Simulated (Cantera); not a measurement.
Input: 1 mol Si2Cl6, 5.5 mol N2, 11 mol NH3, equilibrated at 1330 Pa.

Equilibrium computed with Cantera from the NASA thermochemical tables; the gas is ideal and each condensed phase is pure. Candidate condensed phases: NH4Cl, Si, Si3N4; 28 gas species. The feed counts by its element totals alone. The tables' values for SiCl3, SiCl are old estimates; treat these amounts as uncertain. Kinetics and transport are ignored.

x: gas mole fraction; n: condensed amount in mol.

| T (K) | x H2 | x N2 | x HCl | x SiCl2 | x SiCl4 | x SiCl3 | n Si3N4(s) |
|---|---|---|---|---|---|---|---|
| 948 | 0.466 | 0.333 | 0.200 | 6.06e-8 | 0.00137 | 1.57e-6 | 0.653 |
| 1023 | 0.465 | 0.332 | 0.202 | 7.26e-7 | 0.00104 | 5.97e-6 | 0.656 |
| 1098 | 0.465 | 0.332 | 0.202 | 6.15e-6 | 0.000811 | 1.88e-5 | 0.658 |
| 1173 | 0.464 | 0.332 | 0.203 | (withheld) | (withheld) | 5.11e-5 | 0.659 |
| 1248 | 0.464 | 0.332 | 0.203 | 0.000200 | 0.000535 | 0.000122 | 0.658 |
| 1323 | 0.465 | 0.332 | 0.201 | 0.000825 | 0.000437 | 0.000257 | 0.651 |
| 1398 | 0.466 | 0.333 | 0.197 | 0.00281 | 0.000339 | 0.000472 | 0.631 |
| 1473 | 0.470 | 0.336 | 0.186 | (withheld) | (withheld) | 0.000723 | (withheld) |
| 1548 | 0.476 | 0.340 | 0.166 | 0.0170 | 0.000125 | 0.000872 | 0.489 |
| 1623 | 0.484 | 0.345 | 0.140 | 0.0295 | 5.34e-5 | 0.000822 | 0.364 |

Problem. What belongs in the gaps?

Solution. 
- 1473, x SiCl2: 0.00777
- 1473, x SiCl4: 0.000230
- 1473, n Si3N4(s): 0.581
- 1173, x SiCl2: 3.94e-5
- 1173, x SiCl4: 0.000653
